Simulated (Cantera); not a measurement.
Input: 1 mol Si, 0.22 mol O2, 14 mol N2, equilibrated at 45.0 mbar.

Method: chemical equilibrium by Gibbs-energy minimisation in Cantera with the NASA 1993 tables (ideal gas, pure condensed phases). Candidate condensed phases: Si, SiO2, Si2N2O, Si3N4; 16 gas species. N2 is the only nitrogen source here; it is nearly inert below about 1500 K, so the nitride shown seldom forms there in practice. Mutual solubility and eutectic melting of coexisting phases are not modelled. The tables' values for SiN are old estimates; treat these amounts as uncertain. Kinetics and transport are ignored.

x: gas mole fraction; n: condensed amount in mol.

```
T (°C)   x N2     x SiO    x Si    x Si2N     x SiN  n Si2N2O(s)  n Si3N4(s)  n Si(l)
------  -----  --------  ------  --------  --------  -----------  ----------  -------
652      1.00    <1e-12  <1e-12    <1e-12    <1e-12        0.440      0.0400        0
752      1.00    <1e-12  <1e-12    <1e-12    <1e-12        0.440      0.0400        0
852      1.00    <1e-12  <1e-12    <1e-12    <1e-12        0.440      0.0400        0
952      1.00  5.70e-11  <1e-12    <1e-12    <1e-12        0.440      0.0400        0
1052     1.00   4.25e-9     ___    <1e-12  1.02e-12        0.440      0.0400        0
1152     1.00   1.71e-7     ___    <1e-12  5.01e-11        0.440      0.0400        0
1252    1.000   4.18e-6     ___  3.25e-11   1.47e-9        0.440      0.0400        0
1352    1.000   6.84e-5     ___   2.28e-9   2.83e-8        0.439      0.0403        0
1452    0.999  0.000803     ___   9.67e-8   3.84e-7        0.429      0.0436        0
1552    0.993   0.00715     ___   2.70e-6   3.89e-6        0.343      0.0722        0
1652    0.969    0.0305     ___   3.57e-5   2.53e-5            0           0    0.553
```

Task: Fill in the missing entries.

Result: 
- 1052, x Si: 1.60e-12
- 1152, x Si: 1.31e-10
- 1252, x Si: 6.00e-9
- 1352, x Si: 1.70e-7
- 1452, x Si: 3.24e-6
- 1552, x Si: 4.47e-5
- 1652, x Si: 0.000387
